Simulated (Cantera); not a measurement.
## Equilibrium for iron carbonyl, mercury and lead vapours: Pb + H2

Feed: 1 mol Pb, 0.14 mol H2, held at 277 °C and 7.60 bar.

Cantera equilibrium calculation (NASA polynomials, part measured and part estimated; ideal gas, pure solids and liquids). Candidate condensed phases: Pb; 4 gas species. Equilibrium is a limit: real reactors are often held back by kinetics, nucleation or transport.

- x(H2): 1.00
- n(Pb(s)): 1.00 mol
- gas amount: 0.1400 mol
